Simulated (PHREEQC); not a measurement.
A solution holds 0.0052 mol/kgw ZnSO4, 6.6e-05 mol/kgw CuCl2, 5e-05 mol/kgw NaF and 0.001 mol/kgw NaCl, at 65 °C. Closed to the air; pH follows from the charge balance.

The numbers come from PHREEQC with the ion-association model, wateq4f.dat.

* **pH**: 5.33
* **ionic strength**: 0.0159 mol/kgw

```json
[
 {"species": "Zn+2", "molality": "0.00368", "activity": "0.00220", "log γ": "-0.222"},
 {"species": "SO4-2", "molality": "0.00365", "activity": "0.00215", "log γ": "-0.231"},
 {"species": "ZnSO4", "molality": "0.00145", "activity": "0.00145", "log γ": "0.002"},
 {"species": "Cl-", "molality": "0.00110", "activity": "0.000958", "log γ": "-0.060"},
 {"species": "Na+", "molality": "0.00104", "activity": "0.000906", "log γ": "-0.058"},
 {"species": "Cu+2", "molality": "4.89e-5", "activity": "2.93e-5", "log γ": "-0.222"},
 {"species": "F-", "molality": "4.70e-5", "activity": "4.09e-5", "log γ": "-0.061"},
 {"species": "Zn(SO4)2-2", "molality": "3.34e-5", "activity": "1.93e-5", "log γ": "-0.237"},
 {"species": "ZnCl+", "molality": "3.08e-5", "activity": "2.69e-5", "log γ": "-0.060"},
 {"species": "CuSO4", "molality": "1.63e-5", "activity": "1.64e-5", "log γ": "0.002"},
 {"species": "NaSO4-", "molality": "1.39e-5", "activity": "1.22e-5", "log γ": "-0.057"}
]
```

This is a speciation only: nothing precipitates in the calculation. Species that the database lacks are ignored. Away from 25 °C the constants follow the database's enthalpies or fits; those with neither stay at their 25 °C values.
